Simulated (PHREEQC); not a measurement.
## Acid rinse or clean (model solution)

A solution holds 0.02 mol/kgw HCl, 0.19 mol/kgw FeCl3 and 0.00013 mol/kgw KCl, at 20 °C. Closed to the air; pH follows from the charge balance.

Computed with PHREEQC (ion-association model, phreeqc.dat).

No solid was allowed to form.

Q: What pH, ionic strength does the model give?

A: pH 1.68; ionic strength 0.634 mol/kgw.

Q: In which forms is Fe present?

A: FeCl+2 54 %, FeCl2+ 22 %, Fe+3 20 %, Fe2(OH)2+4 1.9 %, FeOH+2 1.9 % of the Fe.

Saturation is exceeded, for instance for Hematite (slow to form), Goethite (slow to form); the values hold only as long as no solid forms.
